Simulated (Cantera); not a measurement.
Charge: 1 mol Si(CH3)4, 0.015 mol CH4, 3.4 mol H2, at 1.00 Torr.

Method: chemical equilibrium by Gibbs-energy minimisation in Cantera with the NASA 1993 tables (ideal gas, pure condensed phases). Candidate condensed phases: C, C6H6, C7H8, C8H18, Si, SiC; 87 gas species. Gases not in the tables: Si2H6 and higher silanes. Kinetics and transport are ignored.

x: gas mole fraction; n: condensed amount in mol.

```json
[
 {"T (°C)": "802", "x H2": "1.000", "x H": "4.02e-7", "x Si": "<1e-12", "x SiC2": "<1e-12", "x Si2C": "<1e-12", "x C2H2 (acetylene)": "7.52e-9", "x SiH": "<1e-12", "n C(graphite)": "3.01", "n SiC(s)": "1.00"},
 {"T (°C)": "952", "x H2": "1.000", "x H": "8.54e-6", "x Si": "5.08e-12", "x SiC2": "<1e-12", "x Si2C": "<1e-12", "x C2H2 (acetylene)": "1.62e-7", "x SiH": "2.38e-12", "n C(graphite)": "3.01", "n SiC(s)": "1.00"},
 {"T (°C)": "1102", "x H2": "1.000", "x H": "9.38e-5", "x Si": "1.32e-9", "x SiC2": "<1e-12", "x Si2C": "<1e-12", "x C2H2 (acetylene)": "1.78e-6", "x SiH": "2.71e-10", "n C(graphite)": "3.01", "n SiC(s)": "1.00"},
 {"T (°C)": "1252", "x H2": "0.999", "x H": "0.000648", "x Si": "1.14e-7", "x SiC2": "2.45e-10", "x Si2C": "2.10e-10", "x C2H2 (acetylene)": "1.21e-5", "x SiH": "1.20e-8", "n C(graphite)": "3.01", "n SiC(s)": "1.000"},
 {"T (°C)": "1402", "x H2": "0.997", "x H": "0.00317", "x Si": "4.38e-6", "x SiC2": "2.90e-8", "x Si2C": "2.27e-8", "x C2H2 (acetylene)": "5.79e-5", "x SiH": "2.68e-7", "n C(graphite)": "3.01", "n SiC(s)": "1.000"},
 {"T (°C)": "1552", "x H2": "0.988", "x H": "?", "x Si": "?", "x SiC2": "?", "x Si2C": "?", "x C2H2 (acetylene)": "?", "x SiH": "?", "n C(graphite)": "3.01", "n SiC(s)": "0.999"},
 {"T (°C)": "1702", "x H2": "0.961", "x H": "0.0367", "x Si": "0.00121", "x SiC2": "4.45e-5", "x Si2C": "2.98e-5", "x C2H2 (acetylene)": "0.000624", "x SiH": "3.12e-5", "n C(graphite)": "3.01", "n SiC(s)": "0.987"},
 {"T (°C)": "1852", "x H2": "0.892", "x H": "?", "x Si": "?", "x SiC2": "?", "x Si2C": "?", "x C2H2 (acetylene)": "?", "x SiH": "?", "n C(graphite)": "3.09", "n SiC(s)": "?"},
 {"T (°C)": "2002", "x H2": "0.718", "x H": "0.197", "x Si": "0.0679", "x SiC2": "0.00859", "x Si2C": "0.00463", "x C2H2 (acetylene)": "0.00273", "x SiH": "0.000807", "n C(graphite)": "3.70", "n SiC(s)": "0"}
]
```

Question: Fill in the missing entries.

Answer: 
- 1852, x H: 0.0939
- 1852, x Si: 0.0110
- 1852, x SiC2: 0.000788
- 1852, x Si2C: 0.000495
- 1852, x C2H2 (acetylene): 0.00149
- 1852, x SiH: 0.000196
- 1852, n SiC(s): 0.869
- 1552, x H: 0.0120
- 1552, x Si: 9.20e-5
- 1552, x SiC2: 1.55e-6
- 1552, x Si2C: 1.11e-6
- 1552, x C2H2 (acetylene): 0.000212
- 1552, x SiH: 3.55e-6
